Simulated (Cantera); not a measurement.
A closed system holds: 1 mol TiO₂, 3.8 mol Cl₂, 0.19 mol O₂, at 1825 K and 158 Torr.

Equilibrium computed with Cantera from the NASA thermochemical tables; the gas is ideal and each condensed phase is pure. Candidate condensed phases: Ti, TiCl₂, TiCl₃, TiCl₄, TiO, TiO₂, Ti₂O₃, Ti₃O₅, Ti₄O₇; 15 gas species. The numbers say what is thermodynamically allowed, not how fast it happens.

Base state: Cl 0.501, Cl₂ 0.418, O₂ 0.0576, TiCl₄ 0.0221, ClO 0.000959, TiOCl₂ 0.000315, TiCl₃ 0.000134, O 8.05e-5 (mole fractions); condensed: TiO₂(rutile).

Problem. What changes in the equilibrium state with this change: temperature from 1825 K to 825 K?

Solution. 
| species | before | after |
|---|---|---|
| Cl₂ | 0.418 | 0.952 |
| O₂ | 0.0576 | 0.0476 |
| Cl | 0.501 | 3.50e-5 |
| TiCl₄ | 0.0221 | 1.10e-7 |
| TiOCl₂ | 0.000315 | <1e-9 |
| TiCl₃ | 0.000134 | <1e-9 |
| O | 8.05e-5 | <1e-9 |
| ClO | 0.000959 | 3.84e-7 |
| TiO₂(rutile), mol | 0.880 | 1.00 |
Condensed phases not in the tables: TiOCl.

Problem. What changes in the equilibrium state with this change: TiO₂ replaced by CaO?

Solution. 
```json
[
 {"species": "Cl", "before": "0.501", "after": "0.414"},
 {"species": "Cl₂", "before": "0.418", "after": "0.287"},
 {"species": "CaCl₂", "before": "0", "after": "0.177"},
 {"species": "TiCl₄", "before": "0.0221", "after": "0"},
 {"species": "O₂", "before": "0.0576", "after": "0.121"},
 {"species": "TiOCl₂", "before": "0.000315", "after": "0"},
 {"species": "TiCl₃", "before": "0.000134", "after": "0"},
 {"species": "O", "before": "8.05e-5", "after": "0.000117"},
 {"species": "ClO", "before": "0.000959", "after": "0.00115"},
 {"species": "TiO₂(rutile), mol", "before": "0.880", "after": "0"}
]
```
Further candidate phases: Ca, CaCl₂, CaO.

Problem. What changes in the equilibrium state with this change: O₂ from 0.19 to 0.98 mol?

Solution. 
```tsv
species	before	after
Cl	0.501	0.467
Cl₂	0.418	0.363
O₂	0.0576	0.162
TiCl₄	0.0221	0.00593
TiCl₃	0.000134	3.85e-5
TiOCl₂	0.000315	0.000163
O	8.05e-5	0.000135
TiO₂(rutile), mol	0.880	0.962
```
